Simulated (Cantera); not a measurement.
A perfectly stirred reactor is fed with 18.9 % H₂, 41.2 % O₂, 39.9 % N₂, equivalence ratio 0.23, at 0.306 atm; it is held at 1050 K, and followed from long to short residence time.

Model: GRI-Mech 3.0 (53 species, 325 reactions), integrated in Cantera. The temperature is held fixed by assumption; the heat of reaction is taken as removed at once.

Question: Predict: x(H₂) at τ = 9.00 s; x(O₂) at τ = 9.00 s; x(NO₂) at τ = 9.00 s; x(H₂O₂) at τ = 9.00 s; x(NO) at τ = 9.00 s; x(H₂) at τ = 46.0 ms; x(O₂) at τ = 46.0 ms; x(H₂O₂) at τ = 46.0 ms; x(NO) at τ = 46.0 ms.

Answer: 
| Property | Value |
|---|---|
| x(H₂) at τ = 9.00 s | 0.000174 |
| x(O₂) at τ = 9.00 s | 0.350 |
| x(NO₂) at τ = 9.00 s | 6.24e-9 |
| x(H₂O₂) at τ = 9.00 s | 6.03e-7 |
| x(NO) at τ = 9.00 s | 1.95e-8 |
| x(H₂) at τ = 46.0 ms | 0.00429 |
| x(O₂) at τ = 46.0 ms | 0.351 |
| x(H₂O₂) at τ = 46.0 ms | 8.84e-6 |
| x(NO) at τ = 46.0 ms | 1.27e-8 |
